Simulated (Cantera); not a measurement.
Feed: 1 mol CuO, 0.4 mol CH₄, 1.4 mol N₂, 0.1 mol H₂O, held at 3.50 bar.

These are equilibrium values from Cantera (NASA tables, ideal gas, pure condensed phases), not measurements of a reactor. Candidate condensed phases: C, C₆H₆, C₇H₈, C₈H₁₈, Cu, CuO, Cu(OH)₂, Cu₂O, H₂O; 139 gas species. Equilibrium is a limit: real reactors are often held back by kinetics, nucleation or transport.

Q: At 1275 °C, list the 5 most abundant gas species with their mole fractions, and the condensed phases.

A: N₂ 0.519, H₂O 0.205, H₂ 0.128, CO 0.0941, CO₂ 0.0541. Condensed: Cu(l).
